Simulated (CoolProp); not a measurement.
A closed Brayton cycle with carbon dioxide: compressor inlet 312.15 K and 8.8 MPa, high pressure 21.1 MPa, turbine inlet 635 K, compressor efficiency 0.8, turbine efficiency 0.9, recuperator effectiveness 0 (on enthalpy, no pinch check). Each further row changes one setting.

Computed with CoolProp (reference Helmholtz-energy equation of state, Span 1996).

| case | thermal efficiency (%) | net work (kJ/kg) | compressor to turbine work | compressor exit (K) | turbine exit (K) |
|---|---|---|---|---|---|
| as stated | ___ | 57.5 | 0.32 | 352.8 | 543.9 |
| turbine inlet 585 K | 13.2 | 48.6 | ___ | 352.8 | ___ |
| compressor inlet 322.15 K | ___ | ___ | 0.49 | 389.9 | 543.9 |
| high pressure 17.9 MPa | ___ | 49.5 | 0.29 | 344.8 | 560.8 |
| recuperator effectiveness 0.5 | 18.3 | 57.5 | 0.32 | 352.8 | 543.9 |

Problem. Some entries are withheld; supply them.

Solution. 
- as stated, thermal efficiency (%): 13.3
- turbine inlet 585 K, compressor to turbine work: 0.36
- turbine inlet 585 K, turbine exit (K): 497.3
- compressor inlet 322.15 K, thermal efficiency (%): 12.4
- compressor inlet 322.15 K, net work (kJ/kg): 42.9
- high pressure 17.9 MPa, thermal efficiency (%): 11.2
